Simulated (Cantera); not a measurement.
What does this Cantera script print?

```python
import numpy as np
import cantera as ct

gas_names = """
    Electron B B+ B- BH BH2 BH3 BN B2 H H+ H- H2 H2+ H2- N N+ N- NH NH+ NH2 NH3 NH4+ N2 N2+ N2- N2H2
    N2H4
""".split()
cond_names = """
    B(b) B(L) BN(s)
""".split()


def load(file, names, dense=False):
    # The tables refer to 1 bar. Condensed volumes are neglected.
    table = {s.name: s for s in ct.Species.list_from_file(file)}
    out = []
    for n in names:
        d = dict(table[n].input_data)
        d["thermo"] = dict(d["thermo"], **{"reference-pressure": 1e5})
        if dense:
            d["equation-of-state"] = {"model": "constant-volume", "density": "1e6 g/cm^3"}
        out.append(ct.Species.from_dict(d))
    return out


gas = ct.Solution(thermo="ideal-gas", species=load("nasa_gas.yaml", gas_names))
cond = {s.name: ct.Solution(thermo="fixed-stoichiometry", species=[s], name=s.name)
        for s in load("nasa_condensed.yaml", cond_names, dense=True)}
atoms = {
    'BN': {'B': 1, 'N': 1},
    'H2': {'H': 2},
}
top_T = {'BN(s)': 3200}  # K; cautious upper limits of use, not melting points


def equilibrate(T, P, feed):
    n = {}
    for name, mol in feed.items():
        for a, k in atoms[name].items():
            n[a] = n.get(a, 0.0) + k * mol
    gas.TPX = T, P, n
    mass = sum(n.values()) * gas.mean_molecular_weight
    gas.equilibrate("TP")
    valid = [c for c in cond.values() if c.min_temp <= T <= top_T.get(c.name, c.max_temp)]
    mix = ct.Mixture([(gas, mass / gas.mean_molecular_weight)] + [(c, 0.0) for c in valid])
    mix.T, mix.P = T, P
    mix.equilibrate("TP", solver="vcs", rtol=1e-11, max_steps=5000)
    return mix


results = []
feed = {'BN': 1, 'H2': 0.17}  # mol
P = 38000  # Pa
for T in [2000, 2250, 2500, 2750, 3000, 3250, 3500, 3750, 4000, 4250, 4500, 4750, 5000]:
    mix = equilibrate(T, P, feed)
    results.append((T, P, feed, dict(zip(mix.species_names, mix.species_moles))))
    x = sorted(zip(gas.X, gas.species_names), reverse=True)
    print(f"T = {T:g} K  P = {P:g} Pa  gas = {mix.phase_moles(0):.4g} mol")
    print("   x: " + "  ".join(f"{s} {v:.3e}" for v, s in x if v > 1e-05))
    print("   condensed (mol): " + ("  ".join(f"{mix.phase(i).name} {mix.phase_moles(i):.4g}"
          for i in range(1, mix.n_phases) if mix.phase_moles(i) > 1e-12) or "none"))
```

It prints:

```
T = 2000 K  P = 38000 Pa  gas = 0.1703 mol
   x: H2 9.966e-01  H 2.634e-03  BH2 4.664e-04  N2 3.097e-04  BH3 2.199e-05
   condensed (mol): B(b) 2.22e-05  BN(s) 0.9999
T = 2250 K  P = 38000 Pa  gas = 0.1725 mol
   x: H2 9.779e-01  H 1.191e-02  N2 8.515e-03  BH2 1.632e-03  BH3 3.780e-05  B 1.407e-05
   condensed (mol): B(b) 0.002646  BN(s) 0.9971
T = 2500 K  P = 38000 Pa  gas = 0.2079 mol
   x: H2 7.964e-01  N2 1.638e-01  H 3.640e-02  BH2 3.122e-03  B 2.281e-04  BH 6.592e-05  BH3 3.723e-05  BN 2.183e-05
   condensed (mol): B(L) 0.06737  BN(s) 0.9319
T = 2750 K  P = 38000 Pa  gas = 0.6894 mol
   x: N2 7.251e-01  H2 2.190e-01  H 5.193e-02  B 2.006e-03  BH2 1.559e-03  BN 2.755e-04  BH 1.777e-04
   condensed (mol): B(L) 0.9972
T = 3000 K  P = 38000 Pa  gas = 0.7184 mol
   x: N2 6.954e-01  H2 1.799e-01  H 1.086e-01  B 1.216e-02  BH2 2.091e-03  BN 1.187e-03  BH 6.234e-04  N 1.884e-05  B2 1.148e-05
   condensed (mol): B(L) 0.9884
T = 3250 K  P = 38000 Pa  gas = 0.7875 mol
   x: N2 6.329e-01  H 1.819e-01  H2 1.220e-01  B 5.538e-02  BN 3.936e-03  BH2 2.131e-03  BH 1.599e-03  B2 9.522e-05  N 7.966e-05
   condensed (mol): B(L) 0.9502
T = 3500 K  P = 38000 Pa  gas = 0.9884 mol
   x: N2 5.007e-01  H 2.265e-01  B 2.017e-01  H2 5.592e-02  BN 1.011e-02  BH 2.844e-03  BH2 1.378e-03  B2 5.746e-04  N 2.543e-04
   condensed (mol): B(L) 0.7854
T = 3750 K  P = 38000 Pa  gas = 1.798 mol
   x: B 5.332e-01  N2 2.697e-01  H 1.653e-01  BN 1.604e-02  H2 1.034e-02  BH 2.435e-03  B2 2.028e-03  N 5.658e-04  BH2 2.963e-04  B+ 3.079e-05  Electron 3.073e-05
   condensed (mol): none
T = 4000 K  P = 38000 Pa  gas = 1.816 mol
   x: B 5.335e-01  N2 2.678e-01  H 1.765e-01  BN 1.342e-02  H2 4.658e-03  N 1.490e-03  BH 1.275e-03  B2 1.115e-03  B+ 7.446e-05  Electron 7.435e-05  BH2 6.516e-05
   condensed (mol): none
T = 4250 K  P = 38000 Pa  gas = 1.827 mol
   x: B 5.338e-01  N2 2.662e-01  H 1.811e-01  BN 1.147e-02  N 3.507e-03  H2 2.161e-03  BH 6.977e-04  B2 6.576e-04  B+ 1.630e-04  Electron 1.629e-04  BH2 1.606e-05  NH 1.119e-05
   condensed (mol): none
T = 4500 K  P = 38000 Pa  gas = 1.835 mol
   x: B 5.335e-01  N2 2.638e-01  H 1.827e-01  BN 9.943e-03  N 7.499e-03  H2 1.061e-03  B2 4.099e-04  BH 4.017e-04  B+ 3.284e-04  Electron 3.281e-04  NH 1.377e-05
   condensed (mol): none
T = 4750 K  P = 38000 Pa  gas = 1.845 mol
   x: B 5.320e-01  N2 2.593e-01  H 1.829e-01  N 1.476e-02  BN 8.697e-03  B+ 6.161e-04  Electron 6.156e-04  H2 5.536e-04  B2 2.672e-04  BH 2.427e-04  NH 1.640e-05
   condensed (mol): none
T = 5000 K  P = 38000 Pa  gas = 1.859 mol
   x: B 5.288e-01  N2 2.517e-01  H 1.821e-01  N 2.698e-02  BN 7.629e-03  B+ 1.087e-03  Electron 1.086e-03  H2 3.047e-04  B2 1.804e-04  BH 1.527e-04  NH 1.897e-05
   condensed (mol): none
```

Equilibrium computed with Cantera from the NASA thermochemical tables; the gas is ideal and each condensed phase is pure. Mutual solubility and eutectic melting of coexisting phases are not modelled. The tables' values for BH2 are old estimates; treat these amounts as uncertain. Gases not in the tables: B2H6 and higher boranes.
